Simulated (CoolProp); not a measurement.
R114 along the isobar 0.191 MPa: fugacity coefficient from the reference equation and from simpler models built on Tc = 420.6 K, pc = 3.352 MPa, ω = 0.252; each cubic takes its own stable root.

Model: reference Helmholtz-energy equation of state, Platzer 1990, in CoolProp. This equation is an older, rougher fit; its heat capacities, sound speeds and derivatives of the liquid may be far off and weren't checked against measurements.

| T (K) | phase | reference | van der Waals | Peng-Robinson |
|---|---|---|---|---|
| 286.2 | liquid | 0.7168 | 0.9586 | 0.7043 |
| 300.4 | gas | 0.9454 | 0.9629 | 0.9430 |
| 314.7 | gas | 0.9526 | 0.9666 | 0.9499 |
| 328.9 | gas | 0.9586 | 0.9698 | 0.9557 |
| 343.2 | gas | 0.9636 | 0.9727 | 0.9607 |
| 357.4 | gas | 0.9679 | 0.9751 | 0.9650 |
| 371.7 | gas | 0.9715 | 0.9773 | 0.9688 |
| 386 | gas | 0.9747 | 0.9792 | 0.9721 |
| 400.2 | gas | 0.9775 | 0.9810 | 0.9750 |
| 414.5 | gas | 0.9799 | 0.9825 | 0.9775 |
| 428.7 | gas | 0.9820 | 0.9839 | 0.9797 |
| 443 | gas | 0.9839 | 0.9851 | 0.9817 |
| 457.2 | gas | 0.9855 | 0.9862 | 0.9835 |
| 471.5 | gas | 0.9870 | 0.9872 | 0.9851 |
| 485.7 | gas | 0.9883 | 0.9882 | 0.9865 |
| 500 | gas | 0.9895 | 0.9890 | 0.9878 |

At some of these states van der Waals gives the other phase, because its saturation line lies elsewhere.
